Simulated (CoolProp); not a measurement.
Properties of octamethylcyclotetrasiloxane (D4) along the isobar 0.101 MPa (Tc = 313.4 °C, pc = 1.347 MPa, ω = 0.598).

The numbers come from the reference Helmholtz-energy equation of state, Thol 2015 in CoolProp.

```json
[
 {"T (°C)": "212.35", "phase": "gas", "density (kg/m³)": "7.863", "Joule-Thomson coefficient (K/MPa)": "16.71", "isothermal compressibility (1/MPa)": "10.52", "expansivity (1/kK)": "2.541", "fugacity coefficient": "0.9468"},
 {"T (°C)": "224.55", "phase": "gas", "density (kg/m³)": "7.628", "Joule-Thomson coefficient (K/MPa)": "15.24", "isothermal compressibility (1/MPa)": "10.46", "expansivity (1/kK)": "___", "fugacity coefficient": "0.9514"},
 {"T (°C)": "236.75", "phase": "gas", "density (kg/m³)": "7.410", "Joule-Thomson coefficient (K/MPa)": "13.95", "isothermal compressibility (1/MPa)": "10.40", "expansivity (1/kK)": "2.333", "fugacity coefficient": "0.9556"},
 {"T (°C)": "249.05", "phase": "gas", "density (kg/m³)": "7.204", "Joule-Thomson coefficient (K/MPa)": "12.82", "isothermal compressibility (1/MPa)": "10.35", "expansivity (1/kK)": "2.244", "fugacity coefficient": "0.9594"},
 {"T (°C)": "261.25", "phase": "gas", "density (kg/m³)": "7.013", "Joule-Thomson coefficient (K/MPa)": "11.82", "isothermal compressibility (1/MPa)": "10.31", "expansivity (1/kK)": "2.163", "fugacity coefficient": "___"},
 {"T (°C)": "273.45", "phase": "gas", "density (kg/m³)": "6.834", "Joule-Thomson coefficient (K/MPa)": "10.93", "isothermal compressibility (1/MPa)": "10.27", "expansivity (1/kK)": "2.090", "fugacity coefficient": "0.9657"},
 {"T (°C)": "285.75", "phase": "gas", "density (kg/m³)": "___", "Joule-Thomson coefficient (K/MPa)": "10.14", "isothermal compressibility (1/MPa)": "10.24", "expansivity (1/kK)": "2.023", "fugacity coefficient": "0.9685"},
 {"T (°C)": "297.95", "phase": "gas", "density (kg/m³)": "6.503", "Joule-Thomson coefficient (K/MPa)": "9.437", "isothermal compressibility (1/MPa)": "10.21", "expansivity (1/kK)": "1.961", "fugacity coefficient": "0.9710"},
 {"T (°C)": "310.15", "phase": "gas", "density (kg/m³)": "6.351", "Joule-Thomson coefficient (K/MPa)": "8.805", "isothermal compressibility (1/MPa)": "10.19", "expansivity (1/kK)": "1.904", "fugacity coefficient": "0.9732"},
 {"T (°C)": "322.35", "phase": "gas", "density (kg/m³)": "6.208", "Joule-Thomson coefficient (K/MPa)": "8.236", "isothermal compressibility (1/MPa)": "10.16", "expansivity (1/kK)": "1.851", "fugacity coefficient": "0.9752"},
 {"T (°C)": "334.65", "phase": "gas", "density (kg/m³)": "6.070", "Joule-Thomson coefficient (K/MPa)": "7.718", "isothermal compressibility (1/MPa)": "10.14", "expansivity (1/kK)": "1.801", "fugacity coefficient": "0.9771"},
 {"T (°C)": "346.85", "phase": "gas", "density (kg/m³)": "5.940", "Joule-Thomson coefficient (K/MPa)": "7.252", "isothermal compressibility (1/MPa)": "10.12", "expansivity (1/kK)": "1.755", "fugacity coefficient": "0.9788"}
]
```

Problem. Fill in the missing entries.

Solution. 
- 224.55, expansivity (1/kK): 2.431
- 261.25, fugacity coefficient: 0.9627
- 285.75, density (kg/m³): 6.663
